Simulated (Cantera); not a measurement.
## Gas-phase reforming

A perfectly stirred reactor is fed with 7.65 % CH4, 91.9 % CO2, 0.490 % H2, at 11000 Pa; it is held at 1925 K, and followed from long to short residence time.

Cantera simulation using GRI-Mech 3.0 (53 species, 325 reactions); the numbers are that mechanism's predictions, not measurements.

```json
[
 {"τ (s)": "11", "x CH4": "8.63e-5", "x CO2": "0.606", "x H2": "0.0123", "x C2H2": "3.06e-6", "x CH2O": "1.73e-6"},
 {"τ (s)": "2.3", "x CH4": "0.000459", "x CO2": "0.608", "x H2": "0.0123", "x C2H2": "8.27e-5", "x CH2O": "8.58e-6"},
 {"τ (s)": "0.50", "x CH4": "0.00179", "x CO2": "0.619", "x H2": "0.0122", "x C2H2": "0.00122", "x CH2O": "3.38e-5"},
 {"τ (s)": "0.11", "x CH4": "0.00550", "x CO2": "0.663", "x H2": "0.0118", "x C2H2": "0.00782", "x CH2O": "0.000102"},
 {"τ (s)": "0.023", "x CH4": "0.0155", "x CO2": "0.747", "x H2": "0.0146", "x C2H2": "0.0160", "x CH2O": "0.000193"},
 {"τ (s)": "0.0050", "x CH4": "0.0360", "x CO2": "0.836", "x H2": "0.0220", "x C2H2": "0.0128", "x CH2O": "0.000229"},
 {"τ (s)": "0.0011", "x CH4": "0.0610", "x CO2": "0.899", "x H2": "0.0154", "x C2H2": "0.00331", "x CH2O": "0.000196"}
]
```
x: mole fraction; the columns are a selection and need not sum to one.
